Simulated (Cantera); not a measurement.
An isothermal, constant-pressure homogeneous reactor starts with N2O = 1 (molar parts), at 1000 K and 101000 Pa. Integrator tolerance rtol = 1e-08.

Computed with Cantera and GRI-Mech 3.0 (53 species, 325 reactions). GRI-Mech 3.0 was tuned for natural gas; its chemistry of N2O as a main component is partial and can be far from experiment. The mechanism lacks the step 2 NO + O2 → 2 NO2, which can matter for NO2 below about 1400 K. The temperature is held fixed by assumption; the heat of reaction is taken as removed at once.

Problem. What does this change do: temperature 1000 to 1050 K?

Solution. 
```csv
quantity,before,after
x(N2O) at 2.00 s,0.982 (gas-phase equilibrium 2.77e-9),0.936 (gas-phase equilibrium 4.46e-9)
x(O2) at 2.00 s,0.00573 (gas-phase equilibrium 0.333),0.0202 (gas-phase equilibrium 0.333)
x(NO) at 2.00 s,0.000470 (gas-phase equilibrium 3.65e-5),0.00221 (gas-phase equilibrium 6.15e-5)
x(NO2) at 2.00 s,6.23e-6 (gas-phase equilibrium 2.48e-6),3.13e-5 (gas-phase equilibrium 3.00e-6)
x(N2) at 2.00 s,0.0117 (gas-phase equilibrium 0.667),0.0415 (gas-phase equilibrium 0.667)
x(O) at 2.00 s,3.89e-8 (gas-phase equilibrium 9.08e-11),1.12e-7 (gas-phase equilibrium 3.86e-10)
```
